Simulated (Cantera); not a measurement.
**NO annealing gas**

A perfectly stirred reactor is fed with NO : N2 = 1 : 6.4 (molar parts), at 0.987 atm; it is held at 1800 K, and followed from long to short residence time.

Cantera simulation using GRI-Mech 3.0 (53 species, 325 reactions); the numbers are that mechanism's predictions, not measurements.

| τ (s) | x NO | x N2O | x N2 | x O | x NO2 | x O2 |
|---|---|---|---|---|---|---|
| 18 | 0.0687 | 2.07e-6 | 0.898 | 2.26e-5 | 6.90e-5 | 0.0331 |
| 5.5 | 0.100 | 4.28e-6 | 0.882 | 1.68e-5 | 7.42e-5 | 0.0173 |
| 1.7 | 0.121 | 6.24e-6 | 0.872 | 1.13e-5 | 6.00e-5 | 0.00690 |
| 0.52 | 0.130 | 7.22e-6 | 0.867 | 7.73e-6 | 4.36e-5 | 0.00228 |
| 0.16 | 0.134 | 7.52e-6 | 0.866 | 5.98e-6 | 3.42e-5 | 0.000702 |
| 0.049 | 0.135 | 7.45e-6 | 0.865 | 5.17e-6 | 2.95e-5 | 0.000202 |
| 0.015 | 0.135 | 6.92e-6 | 0.865 | 4.44e-6 | 2.51e-5 | 4.95e-5 |
| 0.0046 | 0.135 | 5.56e-6 | 0.865 | 3.10e-6 | 1.68e-5 | 7.65e-6 |
| 0.0014 | 0.135 | 3.37e-6 | 0.865 | 1.36e-6 | 6.42e-6 | 4.74e-7 |
| 0.00043 | 0.135 | 1.47e-6 | 0.865 | 5.04e-7 | 1.64e-6 | 2.52e-8 |
| 0.00013 | 0.135 | 5.13e-7 | 0.865 | 2.27e-7 | 3.58e-7 | 2.37e-9 |
x: mole fraction; the columns are a selection and need not sum to one.
